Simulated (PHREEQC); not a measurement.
Model water analysis in mmol/kgw, 45 °C, pH 2.11, pe 12.8:

```json
[
 {"constituent": "Na", "mmol/kgw": "2.37"},
 {"constituent": "K", "mmol/kgw": "0.0496"},
 {"constituent": "Ca", "mmol/kgw": "3.32"},
 {"constituent": "Mg", "mmol/kgw": "0.249"},
 {"constituent": "Cl", "mmol/kgw": "1.24"},
 {"constituent": "S(6)", "mmol/kgw": "11.8"},
 {"constituent": "Cu(2)", "mmol/kgw": "0.0246"}
]
```

Valence states are taken as typed.

All values are PHREEQC results (ion-association model, phreeqc.dat), not measurements.

The ionic strength comes out as 0.0259 mol/kgw. What activity coefficients do SO4-2, NaSO4-, H+, Mg+2, Cl- get?

SO4-2 0.54, NaSO4- 0.86, H+ 0.87, Mg+2 0.55, Cl- 0.85.

This is a speciation only: nothing precipitates in the calculation. Away from 25 °C the constants follow the database's enthalpies or fits; those with neither stay at their 25 °C values.
